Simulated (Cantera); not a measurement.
Feed: 1 mol Si, 3.3 mol HCl, 55 mol N2, held at 1625 K and 1.10 mbar.

These are equilibrium values from Cantera (NASA tables, ideal gas, pure condensed phases), not measurements of a reactor. Candidate condensed phases: NH4Cl, Si, Si3N4; 28 gas species. The tables' values for SiCl3, SiCl are old estimates; treat these amounts as uncertain. Rates play no part.

Base state: N2 0.943, HCl 0.0220, H2 0.0172, SiCl2 0.0170, Cl 0.000281, H 0.000279, SiCl3 0.000112, SiCl 3.87e-5 (mole fractions); condensed: gas only.

Q: What changes in the equilibrium state with this change: temperature from 1625 K to 650 K?

A: 
```json
[
 {"species": "N2", "before": "0.943", "after": "0.948"},
 {"species": "HCl", "before": "0.0220", "after": "0.0364"},
 {"species": "H2", "before": "0.0172", "after": "0.0105"},
 {"species": "SiCl2", "before": "0.0170", "after": "<1e-9"},
 {"species": "SiCl4", "before": "1.73e-6", "after": "0.00523"},
 {"species": "Cl", "before": "0.000281", "after": "<1e-9"},
 {"species": "H", "before": "0.000279", "after": "<1e-9"},
 {"species": "Si3N4(s), mol", "before": "0", "after": "0.233"}
]
```
N2 is the only nitrogen source here; it is nearly inert below about 1500 K, so the nitride shown seldom forms there in practice.

Q: What changes in the equilibrium state with this change: temperature from 1625 K to 1400 K?

A: 
```json
[
 {"species": "N2", "before": "0.943", "after": "0.944"},
 {"species": "HCl", "before": "0.0220", "after": "0.0347"},
 {"species": "H2", "before": "0.0172", "after": "0.0111"},
 {"species": "SiCl2", "before": "0.0170", "after": "0.0100"},
 {"species": "Si", "before": "2.55e-5", "after": "2.34e-8"},
 {"species": "SiCl", "before": "3.87e-5", "after": "4.64e-7"},
 {"species": "SiCl4", "before": "1.73e-6", "after": "0.000125"},
 {"species": "Si3N4(s), mol", "before": "0", "after": "0.127"}
]
```
N2 is the only nitrogen source here; it is nearly inert below about 1500 K, so the nitride shown seldom forms there in practice. The tables' values for SiCl3 are old estimates; treat these amounts as uncertain.
